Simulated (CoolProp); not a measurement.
The numbers come from the reference Helmholtz-energy equation of state, Thol 2014 in CoolProp.

Question: For chloromethane (R40), give the phase and the cp (kJ/(kg K)), speed of sound (m/s) at 226.85 °C and 0.0376 MPa; 226.85 °C and 0.0567 MPa.

Answer: 
- 226.85 °C and 0.0376 MPa: gas; cp 1.09, speed of sound 311
- 226.85 °C and 0.0567 MPa: gas; cp 1.10, speed of sound 311
